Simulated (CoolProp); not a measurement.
R507A along the isobar 4.27 MPa: Z from the reference equation and from simpler models built on Tc = 343.8 K, pc = 3.705 MPa, ω = 0.286; each cubic takes its own stable root.

Computed with CoolProp (reference Helmholtz-energy equation of state, Lemmon 2003). It is a pseudo-pure fit of the blend.

```
T (K)          phase  reference
-----  -------------  ---------
303           liquid     0.1584
317           liquid     0.1624
331.1         liquid     0.1719
345.2  supercritical     0.2027
359.3  supercritical     0.4935
373.3  supercritical     0.6128
387.4  supercritical     0.6844
401.5  supercritical     0.7358
415.6  supercritical     0.7754
429.6  supercritical     0.8070
443.7  supercritical     0.8331
457.8  supercritical     0.8550
471.9  supercritical     0.8736
485.9  supercritical     0.8895
500    supercritical     0.9033
```

How far does each simpler model (van der Waals, Soave-Redlich-Kwong, Peng-Robinson) lie from the reference over these 15 states: mean and median of the absolute difference, and the worst?


- van der Waals: mean 19.4 %, median 4.4 %, worst +66.0 % at 303 K and 4.27 MPa
- Soave-Redlich-Kwong: mean 8.7 %, median 3.4 %, worst +30.8 % at 345.2 K and 4.27 MPa
- Peng-Robinson: mean 3.0 %, median 0.5 %, worst +18.8 % at 345.2 K and 4.27 MPa
